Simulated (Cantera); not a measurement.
What does this Cantera script print?

```python
import numpy as np
import cantera as ct

gas_names = [...]  # 113 gases of nasa_gas.yaml made of C, H, O, Pb
cond_names = """
    C(gr) C6H6(L) C7H8(L) C8H18(L),n-octa H2O(s) H2O(L) Pb(cr) Pb(L) PbO(rd) PbO(yw) PbO(L) PbO2(s)
    Pb3O4(s)
""".split()


# ... load() reads the species with a 1 bar reference pressure and builds the phases ...
atoms = {
    'PbO': {'Pb': 1, 'O': 1},
    'CH4': {'C': 1, 'H': 4},
    'H2': {'H': 2},
    'C': {'C': 1},
}
top_T = {'C(gr)': 4500, 'Pb3O4(s)': 820}  # K; cautious upper limits of use, not melting points


# ... equilibrate(T, P, feed) seeds the gas with the atoms and calls Mixture.equilibrate('TP', solver="vcs", rtol=1e-11, max_steps=5000) ...
results = []
feed = {'PbO': 1, 'CH4': 0.99, 'H2': 9.8, 'C': 0.35}  # mol
T = 875  # K
P = 970  # Pa
mix = equilibrate(T, P, feed)
results.append((T, P, feed, dict(zip(mix.species_names, mix.species_moles))))
x = sorted(zip(gas.X, gas.species_names), reverse=True)
print(f"T = {T:g} K  P = {P:g} Pa  gas = {mix.phase_moles(0):.4g} mol")
print("   x: " + "  ".join(f"{s} {v:.3e}" for v, s in x if v > 0.0001))
print("   condensed (mol): " + ("  ".join(f"{mix.phase(i).name} {mix.phase_moles(i):.4g}"
      for i in range(1, mix.n_phases) if mix.phase_moles(i) > 1e-12) or "none"))
```

Result:

```
T = 875 K  P = 970 Pa  gas = 12.69 mol
   x: H2 9.182e-01  CO 7.489e-02  CH4 3.570e-03  H2O 2.719e-03  CO2 5.850e-04
   condensed (mol): C(gr) 0.3366  Pb(L) 0.9991
```

Method: chemical equilibrium by Gibbs-energy minimisation in Cantera with the NASA 1993 tables (ideal gas, pure condensed phases).
